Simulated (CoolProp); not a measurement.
Values from CoolProp's reference Helmholtz-energy equation of state, Schmidt 1985.

Problem. For oxygen, give the phase and the density (kg/m³), cv (kJ/(kg K)), speed of sound (m/s), conductivity (mW/(m K)) at -153.45 °C and 22.2 MPa.

Solution. 
- -153.45 °C and 22.2 MPa: liquid; density 1060, cv 0.878, speed of sound 810, conductivity 130

Thermal conductivity comes from a separate model (Lemmon 2004).
